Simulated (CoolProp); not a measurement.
Vapour pressure (kPa) of R1336mzz(Z): the reference equation beside estimates from Tc = 444.5 K, pc = 2904 kPa, ω = 0.386. Clausius-Clapeyron is anchored at 316.4 K with a constant enthalpy of vaporisation of 26.23 kJ/mol.

Computed with CoolProp (reference Helmholtz-energy equation of state, McLinden 2020).

```tsv
T (K)	reference	Lee-Kesler	Clausius-Clapeyron	Peng-Robinson
304.2	92.71	92.51	95.98	92.83
310.3	115.8	115.8	117.7	115.8
316.4	143.2	143.5	143.2	143.1
322.5	175.3	176.0	172.9	175.1
328.6	212.9	213.9	207.3	212.6
334.7	256.3	257.8	246.9	255.9
340.8	306.2	308.3	292.3	305.9
346.8	362.3	364.9	343.1	362.0
352.9	427.1	430.1	401.5	426.9
359	500.2	503.7	467.3	500.4
365.1	582.5	586.4	541.2	583.2
371.2	674.7	678.9	623.8	676.1
377.3	777.5	781.9	715.7	779.8
383.4	891.7	896.2	817.5	895.2
```

Absolute difference from the reference over all 14 rows, mean and median: Lee-Kesler 0.5 and 0.6 %, Clausius-Clapeyron 4.7 and 4.9 %, Peng-Robinson 0.1 and 0.1 %.
